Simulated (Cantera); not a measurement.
Charge: 1 mol CCl₄, 0.023 mol CH₄, 1 mol H₂, equilibrated at 2723 K and 0.0100 bar.

Cantera equilibrium calculation (NASA polynomials, part measured and part estimated; ideal gas, pure solids and liquids). Candidate condensed phases: C, C₆H₆, C₇H₈, C₈H₁₈; 91 gas species. The numbers say what is thermodynamically allowed, not how fast it happens.

Base state: Cl 0.591, HCl 0.256, H 0.115, H₂ 0.0347, C₃ 0.00119, C₂H₂ (acetylene) 0.000888, C₂H 0.000327, C 0.000277 (mole fractions); condensed: C(graphite).

Problem. What changes in the equilibrium state with this change: temperature from 2723 K to 1200 K?

Solution. 
| species | before | after |
|---|---|---|
| HCl | 0.256 | 0.678 |
| Cl₂ | 0.000109 | 0.296 |
| Cl | 0.591 | 0.0257 |
| H | 0.115 | <1e-9 |
| H₂ | 0.0347 | 2.03e-9 |
| C₃ | 0.00119 | <1e-9 |
| C₂H₂ (acetylene) | 0.000888 | <1e-9 |
| C₂H | 0.000327 | <1e-9 |
| C | 0.000277 | <1e-9 |
| C₂ | 0.000115 | <1e-9 |
| C(graphite), mol | 0.991 | 1.02 |
